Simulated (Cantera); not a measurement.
Input: 1 mol SiH₄, 0.64 mol Cl₂, 3.6 mol N₂, at 1423.15 K and 55.0 mbar.

Method: chemical equilibrium by Gibbs-energy minimisation in Cantera with the NASA 1993 tables (ideal gas, pure condensed phases). Candidate condensed phases: NH₄Cl, Si, Si₃N₄; 28 gas species. N₂ is the only nitrogen source here; it is nearly inert below about 1500 K, so the nitride shown seldom forms there in practice. The tables' values for SiCl₃ are old estimates; treat these amounts as uncertain. Kinetics and transport are ignored.

Base state: N₂ 0.529, H₂ 0.252, HCl 0.213, SiCl₂ 0.00260, SiCl₄ 0.00180, SiCl₃ 0.00109, SiHCl₃ 0.000165, H 1.42e-5 (mole fractions); condensed: Si₃N₄(s).

Task: What changes in the equilibrium state with this change: temperature from 1423.15 K to 875 K?

Result: 
```csv
species,before,after
N₂,0.529,0.533
H₂,0.252,0.260
HCl,0.213,0.200
SiCl₄,0.00180,0.00746
SiCl₂,0.00260,1.85e-9
H,1.42e-5,<1e-9
SiCl₃,0.00109,4.89e-7
SiHCl₃,0.000165,2.11e-5
"Si₃N₄(s), mol",0.323,0.319
```
